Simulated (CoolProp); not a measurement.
Vapour-liquid equilibrium of CH2F2 (R32) (1) + dimethyl ether (2) at 0.498 bar; x and y are mole fractions of (1).

The numbers come from the multi-fluid Helmholtz-energy mixture model, Tillner-Roth 1997 and Wu 2011; pair parameters Bell 2016 in CoolProp.

```tsv
x	bubble temperature (°C)	y at the bubble point	dew temperature at overall composition x (°C)	liquid density (mol/L)
0.05	-42.1	0.146	-40.7	16.70
0.2	-48.0	(withheld)	-42.9	(withheld)
0.35	-52.9	0.678	-45.5	18.63
0.5	(withheld)	(withheld)	-48.5	19.68
0.65	(withheld)	0.882	(withheld)	(withheld)
0.8	-62.1	0.938	-56.7	22.08
0.95	-64.0	0.985	-62.6	23.48
```

Task: Complete the blanks.

Result: 
- 0.2, y at the bubble point: 0.476
- 0.2, liquid density (mol/L): 17.64
- 0.5, bubble temperature (°C): -56.8
- 0.5, y at the bubble point: 0.802
- 0.65, bubble temperature (°C): -59.7
- 0.65, dew temperature at overall composition x (°C): -52.2
- 0.65, liquid density (mol/L): 20.82

No azeotrope shows between x = 0.05 and 0.95.

The pair parameters rest on a limited set of measurements; away from them the model extrapolates. The gap from Raoult's law changes sign with composition, which may be real or a fault of the pair parameters; it wasn't checked against measurements.
